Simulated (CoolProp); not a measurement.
Vapour-liquid equilibrium of ethylbenzene (1) + n-nonane (2) at 407.6 K; x and y are mole fractions of (1).

The numbers come from the multi-fluid Helmholtz-energy mixture model, Zhou 2012 and Lemmon 2006; pair parameters Bell 2016 in CoolProp.

Q: Give the bubble pressure and the first vapour's composition at x = 0.2, 0.5, 0.65. Is there an azeotrope?

A: x = 0.2: 0.07373 MPa, y = 0.294; x = 0.5: 0.08524 MPa, y = 0.602; x = 0.65: 0.08970 MPa, y = 0.723. No azeotrope shows between x = 0.05 and 0.95.

The pair parameters rest on a limited set of measurements; away from them the model extrapolates.
